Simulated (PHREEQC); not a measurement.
## Spent oxide etchant

Make-up at 25 °C: 0.077 mol HF, 0.0002 mol (NH4)2SiF6, 0.0021 mol HBF4 and 0.12 mol H2SO4 per kg of water. Closed to the air; pH follows from the charge balance.

Model: ion-association model, wateq4f.dat, run in PHREEQC.

Each row changes one thing in this solution. No solid was allowed to form.

```csv
case,pH,ionic strength (mol/kgw),HF (mol/kgw),H2F2 (mol/kgw),F- (mol/kgw),NH4+ (mol/kgw),SI of Quartz (SiO2)
as made,0.94,0.165,0.0581,0.00912,0.000481,0.000369,-5.90
diluted 10-fold with water,1.79,___,___,0.000135,0.000345,3.84e-5,___
HBF4 from 0.0021 to 0.00042 mol/kgw,0.94,0.164,0.0580,0.00912,0.000486,0.000369,-5.91
H2SO4 left out,2.11,0.00899,0.0543,0.00769,0.00521,0.000400,-7.65
H2SO4 from 0.12 to 0.24 mol/kgw,0.67,___,0.0579,0.00936,___,0.000365,-5.54
```

Task: Fill in the missing entries.

Result: 
- diluted 10-fold with water, ionic strength (mol/kgw): 0.0245
- diluted 10-fold with water, HF (mol/kgw): 0.00717
- diluted 10-fold with water, SI of Quartz (SiO2): -2.83
- H2SO4 from 0.12 to 0.24 mol/kgw, ionic strength (mol/kgw): 0.300
- H2SO4 from 0.12 to 0.24 mol/kgw, F- (mol/kgw): 0.000289

wateq4f.dat counts part of the HF as a dimer, H2F2, which phreeqc.dat doesn't know; its constant is uncertain. SiF6-2 is the database's only silicon fluoride. Real BF4- forms and hydrolyses slowly; the run takes it at equilibrium.
